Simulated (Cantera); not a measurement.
Feed: 1 mol trisilylamine, 0.16 mol NH3, at 1627 °C and 0.950 bar.

Method: chemical equilibrium by Gibbs-energy minimisation in Cantera with the NASA 1993 tables (ideal gas, pure condensed phases). Candidate condensed phases: Si, Si3N4; 18 gas species. The feed counts by its element totals alone. Mutual solubility and eutectic melting of coexisting phases are not modelled. Gases not in the tables: Si2H6 and higher silanes. The numbers say what is thermodynamically allowed, not how fast it happens.

Base state: H2 0.956, N2 0.0434, H 0.000796, SiH2 5.57e-5, Si 1.33e-5, SiH 1.10e-5 (mole fractions); condensed: Si(l) + Si3N4(s).

Problem. What changes in the equilibrium state with this change: pressure from 0.950 bar to 93.0 mbar?

Solution. 
```tsv
species	before	after
H2	0.956	0.888
N2	0.0434	0.109
H	0.000796	0.00245
Si	1.33e-5	0.000136
SiH	1.10e-5	3.38e-5
SiH2	5.57e-5	5.18e-5
Si(l), mol	2.45	3.00
Si3N4(s), mol	0.183	0
```
